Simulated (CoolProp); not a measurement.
Vapour pressure (MPa) of 1-butene: the reference equation beside estimates from Tc = 419.3 K, pc = 4.006 MPa, ω = 0.192.

Values from CoolProp's reference Helmholtz-energy equation of state, Lemmon 2005. It is a short technical equation, of lower accuracy than the large ones.

| T (K) | reference | van der Waals | Peng-Robinson |
|---|---|---|---|
| 263.7 | 0.08949 | 0.4542 | 0.08970 |
| 274.5 | 0.1353 | 0.5656 | 0.1352 |
| 285.4 | 0.1980 | 0.6950 | 0.1975 |
| 296.2 | 0.2800 | 0.8412 | 0.2791 |
| 307 | 0.3855 | 1.006 | 0.3843 |
| 317.9 | 0.5196 | 1.192 | 0.5185 |
| 328.7 | 0.6839 | 1.397 | 0.6835 |
| 339.5 | 0.8839 | 1.623 | 0.8850 |
| 350.4 | 1.126 | 1.874 | 1.130 |
| 361.2 | 1.412 | 2.144 | 1.420 |
| 372 | 1.748 | 2.437 | 1.761 |

Absolute difference from the reference over all 11 rows, mean and median: van der Waals 164.8 and 129.4 %, Peng-Robinson 0.3 and 0.3 %.
